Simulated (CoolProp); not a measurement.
Saturation properties of tetrahydrofuran.

Model: reference Helmholtz-energy equation of state, Fiedler 2023, in CoolProp.

| T (K) | p (bar) | liquid density (kg/m³) | vapour density (kg/m³) | enthalpy of vaporisation (kJ/kg) |
|---|---|---|---|---|
| 283.5 | 0.1093 | 897.9 | 0.3361 | 455.9 |
| 294.9 | 0.1872 | 885.5 | 0.5548 | 448.0 |
| 306.4 | 0.3072 | ___ | 0.8794 | 439.9 |
| 317.8 | 0.4814 | ___ | ___ | 431.8 |
| 329.3 | 0.7299 | 847.0 | 1.966 | 423.6 |
| 340.7 | 1.068 | 833.9 | 2.800 | 415.1 |
| 352.2 | 1.522 | 820.3 | 3.897 | 406.4 |
| 363.6 | 2.109 | 806.6 | 5.288 | 397.4 |
| 375.1 | 2.865 | 792.5 | 7.051 | 388.0 |
| 386.5 | 3.802 | 778.1 | 9.219 | 378.2 |
| 398 | 4.967 | 763.1 | 11.90 | 367.9 |
| 409.4 | 6.369 | 747.8 | 15.13 | 357.0 |
| 420.9 | 8.064 | ___ | 19.07 | 345.3 |

Q: Some entries are withheld; supply them.

A: 
- 306.4, liquid density (kg/m³): 872.8
- 317.8, liquid density (kg/m³): 860.1
- 317.8, vapour density (kg/m³): 1.335
- 420.9, liquid density (kg/m³): 731.8

It boils at 339.1 K under 1 atm.
